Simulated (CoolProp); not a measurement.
The fluid at 633.78 K and 2.45 MPa flows at 0.51 m/s in a round tube of 2 mm bore and 1.5 µm roughness, fully developed (64/Re and Nu = 3.66 if laminar; Colebrook and Gnielinski if turbulent). The same conditions are run with several fluids, on thermodynamics alone (safety and materials aside).

Model: reference Helmholtz-energy equation of state of each fluid (nitrogen: Span 2000; water: Wagner 2002; carbon dioxide: Span 1996; ammonia: Gao 2020; oxygen: Schmidt 1985), in CoolProp.

```tsv
fluid	Reynolds number	Darcy friction factor	pressure drop (Pa/m)	heat-transfer coefficient (W/(m² K))	mass flow (kg/h)
nitrogen	426	0.150	126	86.2	0.0743
water	392	0.163	92.7	97.6	0.0504
carbon dioxide	712	0.0898	120	81.3	0.118
ammonia	355	0.180	94.1	136	0.0463
oxygen	414	0.155	149	92.1	0.0853
```

Above 300 K oxygen's equation is extrapolated.

Transport values come from each fluid's own correlations.
